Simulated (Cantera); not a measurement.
**CuO + F2 + HF (oxide etching and cleaning by halides)**

Charge: 1 mol CuO, 0.51 mol F2, 3.9 mol HF, at 0.300 Torr.

Equilibrium computed with Cantera from the NASA thermochemical tables; the gas is ideal and each condensed phase is pure. Candidate condensed phases: Cu, CuF2, CuO, Cu(OH)2, Cu2O, H2O; 27 gas species. Kinetics and transport are ignored.

At 1273 K the condensed part is Cu2O(s). From 1323 K to 1623 K nothing is condensed. The main Cu-bearing gas is CuF throughout.

```json
[
 {"T (K)": "1273", "x HF": "0.724", "x CuF": "0.178", "x O2": "0.0923", "x CuF2": "0.00601", "x F": "3.76e-6", "x Cu": "7.28e-5", "n Cu2O(s)": "0.00552"},
 {"T (K)": "1323", "x HF": "0.722", "x CuF": "0.181", "x O2": "0.0926", "x CuF2": "0.00405", "x F": "8.27e-6", "x Cu": "0.000160", "n Cu2O(s)": "0"},
 {"T (K)": "1373", "x HF": "0.722", "x CuF": "0.181", "x O2": "0.0926", "x CuF2": "0.00400", "x F": "2.50e-5", "x Cu": "0.000223", "n Cu2O(s)": "0"},
 {"T (K)": "1423", "x HF": "0.722", "x CuF": "0.181", "x O2": "0.0926", "x CuF2": "0.00399", "x F": "7.03e-5", "x Cu": "0.000303", "n Cu2O(s)": "0"},
 {"T (K)": "1473", "x HF": "0.722", "x CuF": "0.181", "x O2": "0.0925", "x CuF2": "0.00396", "x F": "0.000184", "x Cu": "0.000405", "n Cu2O(s)": "0"},
 {"T (K)": "1523", "x HF": "0.722", "x CuF": "0.181", "x O2": "0.0925", "x CuF2": "0.00383", "x F": "0.000439", "x Cu": "0.000545", "n Cu2O(s)": "0"},
 {"T (K)": "1573", "x HF": "0.721", "x CuF": "0.181", "x O2": "0.0924", "x CuF2": "0.00353", "x F": "0.000944", "x Cu": "0.000758", "n Cu2O(s)": "0"},
 {"T (K)": "1623", "x HF": "0.721", "x CuF": "0.181", "x O2": "0.0923", "x CuF2": "0.00304", "x F": "0.00180", "x Cu": "0.00111", "n Cu2O(s)": "0"}
]
```
x: gas mole fraction; n: condensed amount in mol.
